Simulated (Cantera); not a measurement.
An adiabatic, constant-pressure homogeneous reactor starts with 16.5 % CH4, 0.988 % C2H6, 17.3 % O2, 65.2 % N2, equivalence ratio 2.1, at 1698 K and 760 Torr.

Detailed kinetics in Cantera: GRI-Mech 3.0 (53 species, 325 reactions).

Question: Predict: time of steepest temperature rise; temperature at 1.00 s; equilibrium temperature; x(O2) at 1.00 s; x(H2O) at 1.00 s; x(H2) at 1.00 s.

Answer: 
```
Property                                                            Result
---------------------------------  ---------------------------------------
time of steepest temperature rise                                 0.105 ms
temperature at 1.00 s                                               2598 K
equilibrium temperature                                             2598 K
x(O2) at 1.00 s                    4.02e-5 (gas-phase equilibrium 4.02e-5)
x(H2O) at 1.00 s                       0.116 (gas-phase equilibrium 0.116)
x(H2) at 1.00 s                        0.172 (gas-phase equilibrium 0.172)
```
